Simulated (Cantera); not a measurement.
A Cantera script and its output.

```python
import numpy as np
import cantera as ct

gas = ct.Solution("gri30.yaml")
gas.TPX = 350, 780000, {'CH4': 1, 'O2': 2.33, 'N2': 8.74, 'CO2': 0.36}
flame = ct.FreeFlame(gas, width=0.0095)
flame.set_refine_criteria(ratio=3, slope=0.08, curve=0.16)
flame.transport_model = "mixture-averaged"
flame.solve(loglevel=0, auto=True)
z, T = flame.grid, flame.T
thick = (T[-1] - T[0]) / np.gradient(T, z).max()
show = ['CH4', 'O2', 'CO2', 'C2H', 'N2O', 'C2H6']
print(f"laminar burning velocity  {flame.velocity[0] * 100:.3f} cm/s")
print(f"burnt temperature         {T[-1]:.1f} K")
print(f"thermal thickness         {thick * 1e3:.4f} mm")
print(f"grid points               {len(z)}")
z0 = z[flame.heat_release_rate.argmax()]
print(f"{'z/mm':>9s}{'T/K':>9s}{'u/(m/s)':>9s}" + "".join(f"{s:>11s}" for s in show))
rows = []
for k in (-3, -2, -1.5, -1, -0.5, -0.25, 0, 0.25, 0.5, 1, 2, 4, 8):
    zz = z0 + k * thick
    rows.append([k * thick, np.interp(zz, z, T), np.interp(zz, z, flame.velocity),
                 *(np.interp(zz, z, flame.X[gas.species_index(s)]) for s in show)])
    print(f"{rows[-1][0] * 1e3:9.3f}{rows[-1][1]:9.1f}{rows[-1][2]:9.3f}" + "".join(f"{x:11.3e}" for x in rows[-1][3:]))
```

Output:

```
laminar burning velocity  12.849 cm/s
burnt temperature         2063.3 K
thermal thickness         0.1520 mm
grid points               132
     z/mm      T/K  u/(m/s)        CH4         O2        CO2        C2H        N2O       C2H6
   -0.456    350.6    0.129  8.038e-02  1.874e-01  2.895e-02  1.563e-30  2.397e-11  2.323e-08
   -0.304    358.3    0.132  7.983e-02  1.867e-01  2.897e-02  1.265e-26  6.469e-10  6.975e-07
   -0.228    383.9    0.141  7.823e-02  1.849e-01  2.914e-02  3.096e-24  3.753e-09  4.300e-06
   -0.152    523.9    0.194  7.030e-02  1.739e-01  3.094e-02  2.060e-19  3.291e-08  4.147e-05
   -0.076   1005.7    0.375  4.382e-02  1.309e-01  4.263e-02  4.592e-13  2.121e-07  2.880e-04
   -0.038   1400.3    0.523  2.169e-02  9.153e-02  5.688e-02  3.375e-10  4.268e-07  4.444e-04
    0.000   1783.5    0.665  2.705e-03  5.039e-02  7.762e-02  4.497e-08  7.553e-07  3.482e-05
    0.038   1934.0    0.716  2.618e-05  3.448e-02  9.423e-02  4.366e-09  1.159e-06  4.239e-09
    0.076   1990.7    0.735  1.936e-07  3.064e-02  1.011e-01  3.703e-11  1.312e-06  3.222e-13
    0.152   2034.7    0.749  7.054e-11  2.831e-02  1.055e-01  2.636e-14  1.159e-06  2.684e-19
    0.304   2056.5    0.756  1.069e-13  2.731e-02  1.075e-01  1.921e-17  7.094e-07  7.963e-25
    0.608   2062.7    0.758  2.377e-14  2.705e-02  1.081e-01  1.928e-20  4.737e-07 -3.448e-26
    1.216   2063.3    0.758  4.124e-15  2.703e-02  1.082e-01  2.063e-22  4.479e-07 -1.248e-26
```

Model: GRI-Mech 3.0 (53 species, 325 reactions), integrated in Cantera. Burning velocities carry a grid error of a few per cent, more on coarse grids.
